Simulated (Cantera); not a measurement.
A closed system holds: 1 mol AlI3, 0.53 mol H2O, 48 mol N2, held at 1902 °C and 0.100 bar.

Equilibrium computed with Cantera from the NASA thermochemical tables; the gas is ideal and each condensed phase is pure. Candidate condensed phases: Al, AlI3, AlN, Al2O3, H2O, I2; 41 gas species. Kinetics and transport are ignored.

Base state: N2 0.930, I 0.0463, AlI 0.0112, H2 0.00923, H 0.00148, Al 0.000781, HI 0.000559, Al2O 0.000377 (mole fractions); condensed: Al2O3(s).

Q: What changes in the equilibrium state with this change: AlI3 replaced by Al(CH3)3?

A: 
```json
[
 {"species": "N2", "before": "0.930", "after": "0.877"},
 {"species": "H2", "before": "0.00923", "after": "0.0858"},
 {"species": "Al", "before": "0.000781", "after": "0.0146"},
 {"species": "I", "before": "0.0463", "after": "0"},
 {"species": "AlI", "before": "0.0112", "after": "0"},
 {"species": "CO", "before": "0", "after": "0.00973"},
 {"species": "HCN", "before": "0", "after": "0.00761"},
 {"species": "HNC", "before": "0", "after": "0.000579"},
 {"species": "HI", "before": "0.000559", "after": "0"},
 {"species": "Al2O3(s), mol", "before": "0.170", "after": "0"},
 {"species": "AlN(s), mol", "before": "0", "after": "0.191"},
 {"species": "C(graphite), mol", "before": "0", "after": "2.00"}
]
```
The feed counts by its element totals alone. Further candidate phases: C, C6H6, C7H8, C8H18.

Q: What changes in the equilibrium state with this change: pressure from 0.100 bar to 39.0 Pa?

A: 
```tsv
species	before	after
N2	0.930	0.914
I	0.0463	0.0565
H	0.00148	0.0138
AlI	0.0112	0.000646
Al	0.000781	0.00944
O	1.67e-8	3.28e-5
AlO	2.50e-6	0.000231
OH	1.48e-7	1.06e-5
HI	0.000559	2.48e-5
Al2O	0.000377	0.00165
Al2O3(s), mol	0.170	0.142
```
The tables' values for AlOH are old estimates; treat these amounts as uncertain.
